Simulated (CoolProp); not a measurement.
Vapour-liquid equilibrium of R152A (1) + R113 (2) at 45.95 °C; x and y are mole fractions of (1).

The numbers come from the multi-fluid Helmholtz-energy mixture model, Outcalt 1996 and Marx 1992; pair parameters Bell 2016 in CoolProp.

```json
[
 {"x": "0.05", "bubble pressure, mixture model (MPa)": "0.1810", "bubble pressure, Raoult's law (MPa)": "0.1443", "y, mixture model": "0.477", "y, Raoult's law": "0.368"},
 {"x": "0.125", "bubble pressure, mixture model (MPa)": "0.2973", "bubble pressure, Raoult's law (MPa)": "0.2168", "y, mixture model": "0.691", "y, Raoult's law": "0.613"},
 {"x": "0.2", "bubble pressure, mixture model (MPa)": "0.3995", "bubble pressure, Raoult's law (MPa)": "0.2893", "y, mixture model": "0.778", "y, Raoult's law": "0.735"},
 {"x": "0.275", "bubble pressure, mixture model (MPa)": "0.4878", "bubble pressure, Raoult's law (MPa)": "0.3618", "y, mixture model": "0.826", "y, Raoult's law": "0.808"},
 {"x": "0.35", "bubble pressure, mixture model (MPa)": "0.5639", "bubble pressure, Raoult's law (MPa)": "0.4343", "y, mixture model": "0.856", "y, Raoult's law": "0.856"},
 {"x": "0.425", "bubble pressure, mixture model (MPa)": "0.6299", "bubble pressure, Raoult's law (MPa)": "0.5067", "y, mixture model": "0.877", "y, Raoult's law": "0.891"},
 {"x": "0.5", "bubble pressure, mixture model (MPa)": "0.6883", "bubble pressure, Raoult's law (MPa)": "0.5792", "y, mixture model": "0.894", "y, Raoult's law": "0.917"},
 {"x": "0.575", "bubble pressure, mixture model (MPa)": "0.7418", "bubble pressure, Raoult's law (MPa)": "0.6517", "y, mixture model": "0.909", "y, Raoult's law": "0.937"},
 {"x": "0.65", "bubble pressure, mixture model (MPa)": "0.7929", "bubble pressure, Raoult's law (MPa)": "0.7242", "y, mixture model": "0.922", "y, Raoult's law": "0.954"},
 {"x": "0.725", "bubble pressure, mixture model (MPa)": "0.8439", "bubble pressure, Raoult's law (MPa)": "0.7967", "y, mixture model": "0.935", "y, Raoult's law": "0.967"},
 {"x": "0.8", "bubble pressure, mixture model (MPa)": "0.8971", "bubble pressure, Raoult's law (MPa)": "0.8692", "y, mixture model": "0.950", "y, Raoult's law": "0.978"},
 {"x": "0.875", "bubble pressure, mixture model (MPa)": "0.9542", "bubble pressure, Raoult's law (MPa)": "0.9417", "y, mixture model": "0.966", "y, Raoult's law": "0.987"},
 {"x": "0.95", "bubble pressure, mixture model (MPa)": "1.017", "bubble pressure, Raoult's law (MPa)": "1.014", "y, mixture model": "0.985", "y, Raoult's law": "0.995"}
]
```

The largest gap from Raoult's law is +38.1 % in bubble pressure, at x = 0.2. No azeotrope shows between x = 0.05 and 0.95.

Pair parameters are fitted to limited data, so mixtures are less certain than the pure fluids.
